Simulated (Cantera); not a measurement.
Mixture: CH4 : O2 : N2 = 1 : 2.33 : 8.74 (molar parts), equivalence ratio 0.86, at 28.6 atm, adiabatic and at constant volume. Ignition delay is the time to a rise of 400 K.

Cantera simulation using GRI-Mech 3.0 (53 species, 325 reactions); the numbers are that mechanism's predictions, not measurements. The pressure lies above the range GRI-Mech 3.0 was tuned for (to about 10 atm).

Task: What does this change do: 0.41 parts CO2 added?

Result: 
```tsv
quantity	before	after
delay at 1050 K	10.9 ms	11.3 ms
delay at 1250 K	0.726 ms	0.756 ms
delay at 1450 K	96.4 µs	0.101 ms
delay at 1650 K	18.1 µs	19.1 µs
delay at 1850 K	4.43 µs	4.64 µs
apparent activation energy between 1650 and 1850 K	180 kJ/mol	180 kJ/mol
```
